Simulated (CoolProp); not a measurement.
A closed Brayton cycle with dry air: compressor inlet 320.15 K and 7.5 MPa, high pressure 14.1 MPa, turbine inlet 760 K, compressor efficiency 0.85, turbine efficiency 0.9, recuperator effectiveness 0.8 (on enthalpy, no pinch check). Each further row changes one setting.

Computed with CoolProp (reference Helmholtz-energy equation of state, Lemmon 2000). It is a pseudo-pure fit of the blend.

| case | thermal efficiency (%) | net work (kJ/kg) | compressor to turbine work | compressor exit (K) | turbine exit (K) |
|---|---|---|---|---|---|
| as stated | 23.6 | 42.2 | 0.64 | 395.4 | 653.5 |
| turbine inlet 710 K | ? | 34.3 | 0.69 | 395.4 | 609.4 |
| compressor inlet 330.15 K | ? | 39.5 | ? | 407.7 | 653.5 |
| high pressure 12 MPa | 21.7 | ? | 0.61 | ? | 679.3 |
| recuperator effectiveness 0.5 | ? | 42.2 | 0.64 | 395.4 | 653.5 |

Some entries are withheld; supply them.


- turbine inlet 710 K, thermal efficiency (%): 21.2
- compressor inlet 330.15 K, thermal efficiency (%): 22.5
- compressor inlet 330.15 K, compressor to turbine work: 0.67
- high pressure 12 MPa, net work (kJ/kg): 34.6
- high pressure 12 MPa, compressor exit (K): 374.9
- recuperator effectiveness 0.5, thermal efficiency (%): 16.1
